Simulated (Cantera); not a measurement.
A closed system holds: 1 mol Si, 7.7 mol Cl2, 56 mol N2, held at 1698.15 K and 200 Pa.

These are equilibrium values from Cantera (NASA tables, ideal gas, pure condensed phases), not measurements of a reactor. Candidate condensed phases: Si, Si3N4; 13 gas species. The tables' values for SiCl3 are old estimates; treat these amounts as uncertain. Rates play no part.

Base state: N2 0.816, Cl 0.167, SiCl4 0.0112, SiCl3 0.00236, Cl2 0.00155, SiCl2 0.000975 (mole fractions); condensed: gas only.

### Question
What changes in the equilibrium state with this change: temperature from 1698.15 K to 925 K?

### Answer
```tsv
species	before	after
N2	0.816	0.893
Cl2	0.00155	0.0905
SiCl4	0.0112	0.0159
Cl	0.167	0.000778
SiCl3	0.00236	<1e-9
SiCl2	0.000975	<1e-9
```
